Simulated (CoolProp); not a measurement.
R113 along the isotherm 226.85 °C: Z from the reference equation and from simpler models built on Tc = 214.1 °C, pc = 3392 kPa, ω = 0.253; each cubic takes its own stable root.

The numbers come from the reference Helmholtz-energy equation of state, Marx 1992 in CoolProp.

```json
[
 {"p (kPa)": "113", "phase": "gas", "reference": "0.9896"},
 {"p (kPa)": "226", "phase": "gas", "reference": "0.9792"},
 {"p (kPa)": "339", "phase": "gas", "reference": "0.9685"},
 {"p (kPa)": "452", "phase": "gas", "reference": "0.9577"},
 {"p (kPa)": "565", "phase": "gas", "reference": "0.9468"},
 {"p (kPa)": "678", "phase": "gas", "reference": "0.9356"},
 {"p (kPa)": "792", "phase": "gas", "reference": "0.9242"},
 {"p (kPa)": "905", "phase": "gas", "reference": "0.9127"},
 {"p (kPa)": "1020", "phase": "gas", "reference": "0.9007"},
 {"p (kPa)": "1130", "phase": "gas", "reference": "0.8891"},
 {"p (kPa)": "1240", "phase": "gas", "reference": "0.8773"},
 {"p (kPa)": "1360", "phase": "gas", "reference": "0.8641"},
 {"p (kPa)": "1470", "phase": "gas", "reference": "0.8517"},
 {"p (kPa)": "1580", "phase": "gas", "reference": "0.8390"},
 {"p (kPa)": "1700", "phase": "gas", "reference": "0.8249"}
]
```

Problem. How far does each simpler model (Pitzer virial, van der Waals, Redlich-Kwong, Soave-Redlich-Kwong, Peng-Robinson) lie from the reference over these 15 states: mean and median of the absolute difference, and the worst?

Solution. 
- Pitzer virial: mean 0.5 %, median 0.3 %, worst +1.9 % at 226.85 °C and 1700 kPa
- van der Waals: mean 0.9 %, median 0.9 %, worst +1.7 % at 226.85 °C and 1700 kPa
- Redlich-Kwong: mean 0.2 %, median 0.2 %, worst -0.4 % at 226.85 °C and 1700 kPa
- Soave-Redlich-Kwong: mean 0.0 %, median 0.1 %, worst -0.1 % at 226.85 °C and 1020 kPa
- Peng-Robinson: mean 1.1 %, median 1.1 %, worst -2.1 % at 226.85 °C and 1700 kPa
